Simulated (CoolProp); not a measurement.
CH3F (R41) along the isotherm 192.1 K: Z from the reference equation and from simpler models built on Tc = 317.3 K, pc = 59.06 bar, ω = 0.200; each cubic takes its own stable root.

The numbers come from the reference Helmholtz-energy equation of state, Lemmon 2006 in CoolProp. It is a short technical equation, of lower accuracy than the large ones.

```
p (bar)   phase  reference
-------  ------  ---------
1.87     liquid   0.004493
4.25     liquid    0.01021
9.67     liquid    0.02321
22       liquid    0.05270
50.1     liquid     0.1195
114      liquid     0.2696
260      liquid     0.6045
591      liquid      1.332
```

Q: How far does each simpler model (Redlich-Kwong, Soave-Redlich-Kwong, Peng-Robinson) lie from the reference over these 8 states: mean and median of the absolute difference, and the worst?

A: 
- Redlich-Kwong: mean 28.3 %, median 28.6 %, worst +28.8 % at 192.1 K and 1.87 bar
- Soave-Redlich-Kwong: mean 25.9 %, median 25.9 %, worst +26.0 % at 192.1 K and 1.87 bar
- Peng-Robinson: mean 11.8 %, median 11.6 %, worst +12.5 % at 192.1 K and 591 bar
